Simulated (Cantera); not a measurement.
Feed: 1 mol C, 0.029 mol NH3, a varied amount of H2, held at 2375 °C and 10000 Pa.

Equilibrium computed with Cantera from the NASA thermochemical tables; the gas is ideal and each condensed phase is pure. Candidate condensed phases: C, C6H6, C7H8, C8H18; 92 gas species. Equilibrium is a limit: real reactors are often held back by kinetics, nucleation or transport.

x: gas mole fraction; n: condensed amount in mol.

| n(H2) (mol) | x H2 | x H | x C2H2 (acetylene) | x HCN | x N2 | x HNC | n C(graphite) |
|---|---|---|---|---|---|---|---|
| 1.8 | 0.838 | 0.135 | 0.0163 | 0.00578 | 0.00396 | 0.000795 | 0.919 |
| 3.1 | 0.842 | 0.135 | 0.0164 | 0.00406 | 0.00195 | 0.000559 | 0.869 |
| 5.6 | 0.844 | 0.135 | 0.0164 | … | … | … | … |
| 9.9 | 0.845 | 0.135 | 0.0165 | 0.00174 | 0.000356 | 0.000240 | 0.613 |
| 17 | 0.846 | 0.135 | 0.0165 | 0.00112 | 0.000148 | 0.000154 | 0.349 |
| 31 | 0.849 | 0.136 | … | … | … | … | 0 |
| 55 | 0.855 | 0.136 | 0.00801 | 0.000370 | 3.30e-5 | 5.08e-5 | 0 |

Question: Some entries are withheld; supply them.

Answer: 
- 5.6, x HCN: 0.00268
- 5.6, x N2: 0.000847
- 5.6, x HNC: 0.000369
- 5.6, n C(graphite): 0.774
- 31, x C2H2 (acetylene): 0.0141
- 31, x HCN: 0.000655
- 31, x N2: 5.88e-5
- 31, x HNC: 9.01e-5
